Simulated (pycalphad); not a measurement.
All values are pycalphad results on the COST 507 light-alloy database (1999) (1 atm), not direct measurements. These are 1990s assessments: newer ones move some temperatures and phases. Phase fractions are per mole of atoms.

### Question
Give the equilibrium state of Si-0.8396Zr (wt.%) at 1450 K.

### Answer
```
T = 1450.00 K, P = 101325 Pa, N = 1 mol of atoms
G = -54577 J/mol, H = 28791 J/mol, S = 57.50 J/(mol K)  (SER reference)
chemical potentials (J/mol): Si -54069, Zr -249326
phase             fraction      x(Si)      x(Zr)
DIAMOND_A4          0.9922     1.0000       none
SI2ZR               0.0078     0.6667     0.3333
```

### Question
Give the equilibrium state of Si-0.8396Zr (wt.%) at 1650 K.

### Answer
```
T = 1650.00 K, P = 101325 Pa, N = 1 mol of atoms
G = -66471 J/mol, H = 36753 J/mol, S = 62.56 J/(mol K)  (SER reference)
chemical potentials (J/mol): Si -65936, Zr -271836
phase             fraction      x(Si)      x(Zr)
DIAMOND_A4          0.9539     1.0000       none
LIQUID              0.0461     0.9435     0.0565
```

Database names, with the compositions (at.%) that they take in these runs: SI2ZR: Si 67 Zr 33. DIAMOND_A4 is diamond (Si). An entry "none" or "no" means that the model of the phase leaves that element out.
